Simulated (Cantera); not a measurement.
A Cantera script and its output.

```python
import numpy as np
import cantera as ct

gas = ct.Solution("gri30.yaml")
gas.TP = 300, 100000
flame = ct.CounterflowDiffusionFlame(gas, width=0.02)
flame.fuel_inlet.X, flame.fuel_inlet.T = {'CH4': 1, 'C2H6': 0.063}, 475
flame.oxidizer_inlet.X, flame.oxidizer_inlet.T = {'O2': 0.26, 'N2': 0.74}, 400
flame.set_refine_criteria(ratio=3, slope=0.12, curve=0.24, prune=0.03)
show = ['OH', 'H', 'NO', 'CO', 'C2H2']

rows = []
print(f"{'mdot':>8s}{'a_max':>10s}{'a_mean':>10s}{'Tmax/K':>9s}" + "".join(f"{s:>11s}" for s in show) + "   (peak mole fractions)")
for i, mdot in enumerate([0.25, 0.35, 0.49, 0.69, 0.97, 1.4, 1.9, 2.7]):  # kg/m2/s on the oxidiser side
    flame.oxidizer_inlet.mdot, flame.fuel_inlet.mdot = mdot, 0.59 * mdot
    flame.solve(loglevel=0, auto=(i == 0))
    if flame.T.max() < max(475, 400) + 100:
        print(f"{mdot:8.3g}  no burning solution found from the previous one")
        break
    dT = np.abs(np.gradient(flame.T, flame.grid))
    rows.append([flame.strain_rate("max"), flame.strain_rate("mean"), flame.T.max(),
                 *(flame.X[gas.species_index(s)].max() for s in show), max(dT[0], dT[-1]) / dT.max()])
    print(f"{mdot:8.3g}{rows[-1][0]:10.1f}{rows[-1][1]:10.1f}{rows[-1][2]:9.1f}" + "".join(f"{x:11.3e}" for x in rows[-1][3:-1]))
```

Result:

```
    mdot     a_max    a_mean   Tmax/K         OH          H         NO         CO       C2H2   (peak mole fractions)
    0.25     177.7      31.6   2286.0  1.249e-02  5.598e-03  4.603e-04  8.098e-02  2.231e-02
    0.35     236.7      44.2   2266.5  1.247e-02  5.861e-03  4.195e-04  7.919e-02  2.149e-02
    0.49     317.0      61.9   2250.3  1.247e-02  6.134e-03  3.846e-04  7.762e-02  2.063e-02
    0.69     429.1      87.1   2235.9  1.243e-02  6.418e-03  3.511e-04  7.620e-02  1.976e-02
    0.97     582.9     122.5   2222.9  1.238e-02  6.719e-03  3.186e-04  7.513e-02  1.896e-02
     1.4     811.9     176.8   2205.9  1.221e-02  6.992e-03  2.791e-04  7.402e-02  1.795e-02
     1.9    1069.6     239.9   2188.3  1.192e-02  7.152e-03  2.429e-04  7.310e-02  1.695e-02
     2.7    1473.8     341.0   2165.7  1.149e-02  7.271e-03  1.989e-04  7.222e-02  1.558e-02
```

Cantera simulation using GRI-Mech 3.0 (53 species, 325 reactions); the numbers are that mechanism's predictions, not measurements. GRI-Mech 3.0 has no aromatics or soot, which form on the fuel side of real flames. The maximum strain rate includes the flame's own expansion and is several times the mean.
